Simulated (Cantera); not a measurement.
A Cantera script and what it prints.

```python
import numpy as np
import cantera as ct

gas_names = """
    H HNO HNO2 HNO3 HO2 H2 H2O H2O2 N NH NH2 NH3 NH2OH NO NO2 NO3 N2 N2H2 N2H4 N2O O OH O2 O3 V VN VO
    VO2
""".split()
cond_names = """
    H2O(s) H2O(L) V(cr) V(L) VN(s) VO(s) VO(L) V2O3(s) V2O3(L) V2O4(I) V2O4(II) V2O4(L) V2O5(s) V2O5(L)
""".split()


# ... load() reads the species with a 1 bar reference pressure and builds the phases ...
atoms = {
    'V': {'V': 1},
    'NH3': {'N': 1, 'H': 3},
    'N2': {'N': 2},
    'O2': {'O': 2},
}
top_T = {'VN(s)': 2300}  # K; cautious upper limits of use, not melting points


# ... equilibrate(T, P, feed) seeds the gas with the atoms and calls Mixture.equilibrate('TP', solver="vcs", rtol=1e-11, max_steps=5000) ...
results = []
P = 1000  # Pa
for T in [850, 1000, 1150, 1300, 1450, 1600, 1750, 1900, 2050, 2200, 2350, 2500, 2650, 2800]:
    for m in [0.063, 0.13, 0.26, 0.52, 1, 2.1, 4.3]:
        feed = {'V': 1, 'NH3': 2.7, 'N2': 3, 'O2': m}  # mol
        mix = equilibrate(T, P, feed)
        results.append((T, P, feed, dict(zip(mix.species_names, mix.species_moles))))

for T, P, feed, n in results:
    print(f"{T:7g} {feed['O2']:10.4g}  " + (" + ".join(c for c in cond_names if n.get(c, 0) > 1e-12) or "gas only"))
```

It prints:

```
    850      0.063  VN(s) + V2O3(s)
    850       0.13  VN(s) + V2O3(s)
    850       0.26  VN(s) + V2O3(s)
    850       0.52  VN(s) + V2O3(s)
    850          1  V2O3(s)
    850        2.1  V2O3(s)
    850        4.3  V2O5(s)
   1000      0.063  VN(s) + V2O3(s)
   1000       0.13  VN(s) + V2O3(s)
   1000       0.26  VN(s) + V2O3(s)
   1000       0.52  VN(s) + V2O3(s)
   1000          1  V2O3(s)
   1000        2.1  V2O3(s)
   1000        4.3  V2O5(L)
   1150      0.063  VN(s) + V2O3(s)
   1150       0.13  VN(s) + V2O3(s)
   1150       0.26  VN(s) + V2O3(s)
   1150       0.52  VN(s) + V2O3(s)
   1150          1  V2O3(s)
   1150        2.1  V2O3(s)
   1150        4.3  V2O4(II)
   1300      0.063  VN(s) + V2O3(s)
   1300       0.13  VN(s) + V2O3(s)
   1300       0.26  VN(s) + V2O3(s)
   1300       0.52  VN(s) + V2O3(s)
   1300          1  V2O3(s)
   1300        2.1  V2O3(s)
   1300        4.3  V2O4(II)
   1450      0.063  VN(s) + VO(s)
   1450       0.13  VN(s) + VO(s)
   1450       0.26  VN(s) + VO(s)
   1450       0.52  VO(s) + V2O3(s)
   1450          1  V2O3(s)
   1450        2.1  V2O3(s)
   1450        4.3  V2O4(II)
   1600      0.063  VN(s) + VO(s)
   1600       0.13  VN(s) + VO(s)
   1600       0.26  VN(s) + VO(s)
   1600       0.52  VO(s) + V2O3(s)
   1600          1  V2O3(s)
   1600        2.1  V2O3(s)
   1600        4.3  V2O4(II)
   1750      0.063  VN(s) + VO(s)
   1750       0.13  VN(s) + VO(s)
   1750       0.26  VN(s) + VO(s)
   1750       0.52  VO(s)
   1750          1  V2O3(s)
   1750        2.1  V2O3(s)
   1750        4.3  V2O4(II)
   1900      0.063  VN(s) + VO(s)
   1900       0.13  VN(s) + VO(s)
   1900       0.26  VN(s) + VO(s)
   1900       0.52  VO(s)
   1900          1  V2O3(s)
   1900        2.1  V2O3(s)
   1900        4.3  V2O4(L)
   2050      0.063  VN(s) + VO(s)
   2050       0.13  VN(s) + VO(s)
   2050       0.26  VN(s) + VO(s)
   2050       0.52  VO(s)
   2050          1  V2O3(s)
   2050        2.1  V2O3(s)
   2050        4.3  V2O4(L)
   2200      0.063  V(L) + VO(L)
   2200       0.13  V(L) + VO(L)
   2200       0.26  V(L) + VO(L)
   2200       0.52  VO(L)
   2200          1  V2O3(s)
   2200        2.1  V2O3(s)
   2200        4.3  gas only
   2350      0.063  V(L)
   2350       0.13  V(L) + VO(L)
   2350       0.26  V(L) + VO(L)
   2350       0.52  VO(L)
   2350          1  VO(L)
   2350        2.1  gas only
   2350        4.3  gas only
   2500      0.063  V(L)
   2500       0.13  gas only
   2500       0.26  gas only
   2500       0.52  VO(L)
   2500          1  gas only
   2500        2.1  gas only
   2500        4.3  gas only
   2650      0.063  gas only
   2650       0.13  gas only
   2650       0.26  gas only
   2650       0.52  gas only
   2650          1  gas only
   2650        2.1  gas only
   2650        4.3  gas only
   2800      0.063  gas only
   2800       0.13  gas only
   2800       0.26  gas only
   2800       0.52  gas only
   2800          1  gas only
   2800        2.1  gas only
   2800        4.3  gas only
```

Cantera equilibrium calculation (NASA polynomials, part measured and part estimated; ideal gas, pure solids and liquids). Each liquid is taken as pure. Mutual solubility and eutectic melting of coexisting phases are not modelled. VN, VO: taken at fixed stoichiometry. Condensed phases not in the tables: the oxides between V2O3 and V2O5 other than VO2, solid solutions among these carbides, nitrides and lower oxides, V2N, N, O or C dissolved in the metal. Gases not in the tables: V4O10.
